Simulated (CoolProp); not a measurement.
A single-stage vapour-compression cycle with the fluid: evaporating at 206.15 K (dew point), condensing at 276.15 K (bubble point), superheat 0 K, subcooling 8 K, compressor efficiency 0.75, no pressure losses. The same conditions are run with several fluids, on thermodynamics alone (safety and materials aside).

Model: reference Helmholtz-energy equation of state of each fluid (ammonia: Gao 2020; propylene: Lemmon 2013; CH3F (R41): Lemmon 2006; nitrous oxide: Lemmon 2006; hydrogen chloride: Thol 2018), in CoolProp.

```csv
fluid,cooling COP,pressure ratio,discharge temperature (K),refrigerating effect (kJ/kg),volumetric capacity (kJ/m³)
ammonia,1.60,35.4,540.2,1190,161
propylene,1.74,16.7,340.6,320,305
CH3F (R41),1.58,12.1,401.9,332,1280
nitrous oxide,1.52,10.7,393.8,232,1980
hydrogen chloride,1.55,11.0,465.7,313,1800
```
